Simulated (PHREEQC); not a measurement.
Solution (25 °C): 0.015 mol/kgw H3BO3, 0.014 mol/kgw K2HPO4 and 0.3 mol/kgw NaCl. Closed to the air; pH follows from the charge balance.

Computed with PHREEQC (ion-association model, phreeqc.dat).

The ionic strength comes out as 0.338 mol/kgw. What activity coefficients do KHPO4-, NaHPO4-, K+, PO4-3, H2BO3- get?

KHPO4- 0.71, NaHPO4- 0.71, K+ 0.67, PO4-3 0.031, H2BO3- 0.73.

Precipitation was switched off in this run. Complexes and solids missing from the database can't appear.
